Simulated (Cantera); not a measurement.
**Premixed flame**

A freely propagating, adiabatic, planar premixed flame of H2 : O2 : N2 = 1 : 0.167 : 0.627 (molar parts), unburnt at 600 K and 120 Torr; mixture-averaged transport, grid criteria slope 0.08 and curve 0.16, no radiation.

Computed with Cantera and the H2/O2 subset of GRI-Mech 3.0, which has no nitrogen chemistry. Burning velocities carry a grid error of a few per cent, more on coarse grids.

```tsv
z (mm)	T (K)	u (m/s)	x H2	x O2	x H2O	x O	x H2O2	x OH
-15.9	600	6.36	0.557	0.0931	<1e-8	<1e-8	<1e-8	<1e-8
-10.6	600	6.36	0.557	0.0931	<1e-8	<1e-8	<1e-8	<1e-8
-7.97	600	6.36	0.557	0.0931	<1e-8	<1e-8	<1e-8	<1e-8
-5.31	600	6.36	0.557	0.0931	1.86e-7	<1e-8	<1e-8	<1e-8
-2.66	618	6.54	0.555	0.0928	0.00119	1.24e-5	4.69e-7	2.69e-5
-1.33	752	7.84	0.530	0.0884	0.0138	0.000203	2.41e-7	0.000162
0	1076	11.0	0.415	0.0484	0.0985	0.00214	1.01e-7	0.000957
1.33	1277	13.0	0.339	0.00470	0.184	0.000805	3.25e-8	0.000981
2.66	1353	13.7	0.337	0.000373	0.193	0.000316	2.40e-8	0.000990
5.31	1440	14.5	0.344	7.79e-5	0.195	0.000281	2.60e-8	0.00119
10.6	1541	15.4	0.355	6.48e-5	0.196	0.000255	2.48e-8	0.00138
21.3	1646	16.3	0.366	4.94e-5	0.198	0.000202	1.90e-8	0.00148
42.5	1747	17.2	0.376	3.22e-5	0.199	0.000136	1.18e-8	0.00141
```
x: mole fraction of selected species; z is measured from the peak of heat release.

```json
{
 "laminar_burning_velocity": "636 cm/s",
 "thermal_thickness": "5.31 mm",
 "peak x(O)": "0.00224",
 "peak x(H2O2)": "5.11e-7",
 "peak x(OH)": "0.00148",
 "grid_points": "143"
}
```
